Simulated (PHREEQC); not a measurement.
Solution (20 °C): 0.0011 mol/kgw Cu(NO3)2, 0.0011 mol/kgw HNO3 and 0.018 mol/kgw KCl. Closed to the air; pH follows from the charge balance.

Computed with PHREEQC (ion-association model, phreeqc.dat).

Problem. The ionic strength comes out as 0.0223 mol/kgw. What activity coefficients do Cl-, Cu+2, NO3-, CuCl+, K+ get?

Solution. Cl- 0.86, Cu+2 0.58, NO3- 0.86, CuCl+ 0.86, K+ 0.86.

No solid was allowed to form.
